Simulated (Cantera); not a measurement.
A Cantera script and its output.

```python
import numpy as np
import cantera as ct

gas = ct.Solution("gri30.yaml")
gas.TPX = 900, 1333, {'H2': 0.0067, 'O2': 1, 'N2': 4.1, 'H2O': 0.058}
reactor = ct.IdealGasConstPressureReactor(gas, energy="off", clone=False)
net = ct.ReactorNet([reactor])
net.rtol, net.atol = 1e-08, 1e-18
show = ['H2', 'O2', 'H2O2', 'HO2', 'OH', 'O', 'NO2']
times = np.geomspace(6e-05, 20, 13)

steps = ct.SolutionArray(gas, extra=["t"])
rows = []
print(f"{'t/s':>10s}{'T/K':>9s}{'P/Pa':>11s}" + "".join(f"{s:>11s}" for s in show))
for t in times:
    while net.time < t:
        t_next = net.step()
        steps.append(gas.state, t=t_next)
    rows.append([np.interp(t, steps.t, y) for y in (steps.T, steps.P, *steps(*show).X.T)])
    print(f"{t:10.3e}{rows[-1][0]:9.1f}{rows[-1][1]:11.4g}" + "".join(f"{x:11.3e}" for x in rows[-1][2:]))
rate = np.gradient(steps.T, steps.t)
print("integrator steps:", len(steps.t))
if steps.T.max() > steps.T[0] + 200:
    print(f"time of steepest temperature rise: {steps.t[rate.argmax()]:.4e} s")
gas.TPX = 900, 1333, {'H2': 0.0067, 'O2': 1, 'N2': 4.1, 'H2O': 0.058}
gas.equilibrate("TP")
print(f"equilibrium (TP): T = {gas.T:.1f} K  " + "  ".join(f"{s} {gas[s].X[0]:.3e}" for s in show))
```

It prints:

```
       t/s      T/K       P/Pa         H2         O2       H2O2        HO2         OH          O        NO2
 6.000e-05    900.0       1333  1.297e-03  1.936e-01  8.064e-22  7.024e-15  1.988e-16  1.546e-16  1.454e-43
 1.731e-04    900.0       1333  1.297e-03  1.936e-01  6.411e-21  2.031e-14  1.307e-15  1.190e-15  9.227e-42
 4.996e-04    900.0       1333  1.297e-03  1.936e-01  5.223e-20  5.891e-14  9.120e-15  8.984e-15  5.064e-40
 1.442e-03    900.0       1333  1.297e-03  1.936e-01  4.361e-19  1.719e-13  5.801e-14  6.152e-14  3.993e-38
 4.160e-03    900.0       1333  1.297e-03  1.936e-01  3.681e-18  5.064e-13  2.878e-13  3.544e-13  3.342e-36
 1.200e-02    900.0       1333  1.297e-03  1.936e-01  3.167e-17  1.528e-12  1.261e-12  2.050e-12  3.233e-34
 3.464e-02    900.0       1333  1.297e-03  1.936e-01  2.979e-16  5.579e-12  1.091e-11  2.235e-11  5.498e-32
 9.996e-02    900.0       1333  1.297e-03  1.936e-01  1.606e-14  3.265e-10  2.038e-09  4.342e-09  2.039e-27
 2.884e-01    900.0       1333  4.608e-04  1.931e-01  3.261e-08  1.272e-06  9.379e-05  3.166e-04  3.431e-14
 8.324e-01    900.0       1333  1.041e-05  1.931e-01  1.263e-08  3.532e-07  1.786e-05  3.697e-05  1.066e-12
 2.402e+00    900.0       1333  1.072e-06  1.931e-01  6.145e-09  7.804e-08  5.714e-06  3.874e-06  3.330e-12
 6.931e+00    900.0       1333  1.188e-07  1.931e-01  2.459e-09  1.588e-08  2.238e-06  5.682e-07  5.018e-12
 2.000e+01    900.0       1333  1.187e-08  1.931e-01  8.869e-10  3.530e-09  9.979e-07  1.115e-07  5.224e-12
integrator steps: 971
equilibrium (TP): T = 900.0 K  H2 7.955e-13  O2 1.931e-01  H2O2 4.329e-13  HO2 1.780e-11  OH 1.343e-08  O 2.063e-11  NO2 1.151e-07
```

Computed with Cantera and GRI-Mech 3.0 (53 species, 325 reactions). Radical loss at walls, strong at low pressure, is not modelled. Below about 950 K walls govern HO2 and H2O2 in real vessels.
